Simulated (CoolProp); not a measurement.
Vapour-liquid equilibrium of cis-2-butene (1) + ethanol (2) at 0.909 MPa; x and y are mole fractions of (1).

Model: multi-fluid Helmholtz-energy mixture model, Lemmon 2005 and Schroeder 2014; pair parameters Bell 2016, in CoolProp.

Problem. Give the bubble temperature and the first vapour's composition at x = 0.05, 0.25, 0.85. Is there an azeotrope?

Solution. x = 0.05: 406.9 K, y = 0.301; x = 0.25: 369.2 K, y = 0.801; x = 0.85: 354.8 K, y = 0.924. No azeotrope shows between x = 0.05 and 0.95.

The pair parameters rest on a limited set of measurements; away from them the model extrapolates. With so large a gap from Raoult's law the liquid may split in two, which this calculation doesn't test in full.
